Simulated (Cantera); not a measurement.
An adiabatic, constant-volume homogeneous reactor starts with H2 : O2 : N2 : H2O = 1 : 1.39 : 5.22 : 0.99 (molar parts), equivalence ratio 0.36, at 1475 K and 1.01 bar. Integrator tolerance rtol = 1e-08.

Cantera simulation using the H2/O2 subset of GRI-Mech 3.0, which has no nitrogen chemistry; the numbers are that mechanism's predictions, not measurements.

### Question
What does this change do: H2 1 to 0.31 parts?

### Answer
```csv
quantity,before,after
time of steepest temperature rise,18.9 µs,30.7 µs
temperature at 6.00 s,2352 K,1802 K
equilibrium temperature,2352 K,1802 K
x(H2) at 6.00 s,0.00164 (gas-phase equilibrium 0.00164),2.10e-5 (gas-phase equilibrium 2.10e-5)
x(O2) at 6.00 s,0.107 (gas-phase equilibrium 0.107),0.159 (gas-phase equilibrium 0.159)
x(H2O) at 6.00 s,0.238 (gas-phase equilibrium 0.238),0.167 (gas-phase equilibrium 0.167)
x(OH) at 6.00 s,0.0104 (gas-phase equilibrium 0.0104),0.000803 (gas-phase equilibrium 0.000803)
x(HO2) at 6.00 s,9.80e-6 (gas-phase equilibrium 9.80e-6),1.29e-6 (gas-phase equilibrium 1.29e-6)
```

### Question
What does this change do: constant pressure in place of constant volume?

### Answer
```tsv
quantity	before	after
time of steepest temperature rise	18.9 µs	19.0 µs
temperature at 6.00 s	2352 K	2215 K
equilibrium temperature	2352 K	2215 K
x(H2) at 6.00 s	0.00164 (gas-phase equilibrium 0.00164)	0.000917 (gas-phase equilibrium 0.000917)
x(O2) at 6.00 s	0.107 (gas-phase equilibrium 0.107)	0.108 (gas-phase equilibrium 0.108)
x(H2O) at 6.00 s	0.238 (gas-phase equilibrium 0.238)	0.241 (gas-phase equilibrium 0.241)
x(OH) at 6.00 s	0.0104 (gas-phase equilibrium 0.0104)	0.00694 (gas-phase equilibrium 0.00694)
x(HO2) at 6.00 s	9.80e-6 (gas-phase equilibrium 9.80e-6)	5.86e-6 (gas-phase equilibrium 5.86e-6)
```
